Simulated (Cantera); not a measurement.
A closed system holds: 1 mol LiCl, 3.1 mol HCl, 230 mol H2, held at 1527 °C and 100 Torr.

Equilibrium computed with Cantera from the NASA thermochemical tables; the gas is ideal and each condensed phase is pure. Candidate condensed phases: Li, LiCl, LiH; 11 gas species. The numbers say what is thermodynamically allowed, not how fast it happens.

Base state: H2 0.982, HCl 0.0132, LiCl 0.00426, H 0.000972, Cl 1.00e-5 (mole fractions); condensed: gas only.

**Question.** What changes in the equilibrium state with this change: temperature from 1527 °C to 1850 °C?

**Answer.** 
| species | before | after |
|---|---|---|
| H2 | 0.982 | 0.973 |
| HCl | 0.0132 | 0.0132 |
| H | 0.000972 | 0.00970 |
| LiCl | 0.00426 | 0.00416 |
| Li | 6.37e-6 | 9.03e-5 |
| Cl | 1.00e-5 | 9.64e-5 |
